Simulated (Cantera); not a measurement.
Charge: 1 mol SO₂, 0.61 mol H₂, held at 975 K and 10000 Pa.

Equilibrium computed with Cantera from the NASA thermochemical tables; the gas is ideal and each condensed phase is pure. Candidate condensed phases: H₂O, H₂SO₄, S; 19 gas species. Gases not in the tables: S₃ to S₇. Rates play no part.

Base state: SO₂ 0.490, H₂O 0.398, S₂ 0.0856, H₂S 0.0221, S₂O 0.00367, H₂ 0.00134, SO 3.05e-5 (mole fractions); condensed: gas only.

Q: What changes in the equilibrium state with this change: pressure from 10000 Pa to 2500 Pa?

A: 
```csv
species,before,after
SO₂,0.490,0.487
H₂O,0.398,0.402
S₂,0.0856,0.0902
H₂S,0.0221,0.0165
H₂,0.00134,0.00194
SO,3.05e-5,4.36e-5
S₂O,0.00367,0.00269
```
